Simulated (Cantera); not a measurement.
Feed: 1 mol Si3N4, 28 mol H2O, 0.89 mol H2, 24 mol HF, equilibrated at 0.100 bar.

Method: chemical equilibrium by Gibbs-energy minimisation in Cantera with the NASA 1993 tables (ideal gas, pure condensed phases). Candidate condensed phases: H2O, Si, SiO2, Si2N2O, Si3N4; 58 gas species. The tables hold silica as quartz up to 1696 K and as liquid above; real silica turns to tridymite and cristobalite and melts near 1996 K. Gases not in the tables: Si(OH)4. Equilibrium is a limit: real reactors are often held back by kinetics, nucleation or transport. All values below are at 1323 K.

Base state: HF 0.424, H2O 0.410, H2 0.126, N2 0.0366, SiF4 0.00364 (mole fractions); condensed: SiO2(β-quartz).

Question: What changes in the equilibrium state with this change: H2 from 0.89 to 96 mol?

Answer: 
| species | before | after |
|---|---|---|
| H2 | 0.126 | 0.680 |
| HF | 0.424 | 0.158 |
| H2O | 0.410 | 0.148 |
| N2 | 0.0366 | 0.0133 |
| SiF4 | 0.00364 | 0.000536 |
| SiO2(β-quartz), mol | 2.80 | 2.92 |

Question: What changes in the equilibrium state with this change: H2O from 28 to 15 mol?

Answer: 
```json
[
 {"species": "HF", "before": "0.424", "after": "0.508"},
 {"species": "H2O", "before": "0.410", "after": "0.257"},
 {"species": "H2", "before": "0.126", "after": "0.168"},
 {"species": "SiF4", "before": "0.00364", "after": "0.0190"},
 {"species": "N2", "before": "0.0366", "after": "0.0487"},
 {"species": "SiO2(β-quartz), mol", "before": "2.80", "after": "2.22"}
]
```
